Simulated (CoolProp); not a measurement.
A simple Rankine cycle with n-perfluoropentane: condensing at 288.15 K, boiler at 1.37 MPa, turbine inlet 405 K, turbine efficiency 0.8, pump efficiency 0.6, no recuperator. Each further row changes one setting.

Model: reference Helmholtz-energy equation of state, Gao 2022, in CoolProp.

| case | thermal efficiency (%) | net work (kJ/kg) | heat in (kJ/kg) | turbine exit temperature (K) | volume ratio over the turbine |
|---|---|---|---|---|---|
| as stated | 12.8 | 23.0 | 180 | ___ | 32.8 |
| turbine inlet 425 K | 12.4 | ___ | 203 | 384.1 | 28.9 |
| condensing temperature 280.15 K | 13.7 | ___ | 188 | 358.1 | 45.9 |
| boiler pressure 0.959 MPa | ___ | ___ | 188 | 370.8 | 19.1 |
| turbine efficiency 0.7 | 11.1 | 20.0 | 180 | ___ | 33.1 |

Task: Some entries are withheld; supply them.

Result: 
- as stated, turbine exit temperature (K): 361.3
- turbine inlet 425 K, net work (kJ/kg): 25.2
- condensing temperature 280.15 K, net work (kJ/kg): 25.8
- boiler pressure 0.959 MPa, thermal efficiency (%): 11.7
- boiler pressure 0.959 MPa, net work (kJ/kg): 22.0
- turbine efficiency 0.7, turbine exit temperature (K): 364.7
